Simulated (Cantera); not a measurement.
Feed: 1 mol C2F6, 0.051 mol HCl, at 17.0 Pa.

Equilibrium computed with Cantera from the NASA thermochemical tables; the gas is ideal and each condensed phase is pure. Candidate condensed phases: C, C6H6, C7H8, C8H18; 118 gas species. The feed counts by its element totals alone. Kinetics and transport are ignored.

x: gas mole fraction; n: condensed amount in mol.

```json
[
 {"T (K)": "2248", "x F": "0.866", "x CF2": "0.102", "x C3": "3.68e-5", "x CF": "0.0119", "x C": "2.07e-5", "n C(graphite)": "1.37"},
 {"T (K)": "2323", "x F": "0.905", "x CF2": "0.0599", "x C3": "0.000150", "x CF": "0.0164", "x C": "7.13e-5", "n C(graphite)": "1.56"},
 {"T (K)": "2398", "x F": "0.925", "x CF2": "0.0348", "x C3": "0.000558", "x CF": "0.0218", "x C": "0.000227", "n C(graphite)": "1.66"},
 {"T (K)": "2473", "x F": "0.932", "x CF2": "…", "x C3": "…", "x CF": "…", "x C": "…", "n C(graphite)": "1.67"},
 {"T (K)": "2548", "x F": "0.928", "x CF2": "…", "x C3": "…", "x CF": "…", "x C": "…", "n C(graphite)": "1.59"},
 {"T (K)": "2623", "x F": "0.909", "x CF2": "0.00703", "x C3": "0.0181", "x CF": "0.0425", "x C": "0.00490", "n C(graphite)": "1.31"},
 {"T (K)": "2698", "x F": "0.863", "x CF2": "0.00397", "x C3": "0.0504", "x CF": "0.0494", "x C": "0.0122", "n C(graphite)": "0.523"}
]
```

Q: Complete the blanks.

A: 
- 2473, x CF2: 0.0203
- 2473, x C3: 0.00191
- 2473, x CF: 0.0280
- 2473, x C: 0.000673
- 2548, x CF2: 0.0120
- 2548, x C3: 0.00608
- 2548, x CF: 0.0350
- 2548, x C: 0.00187
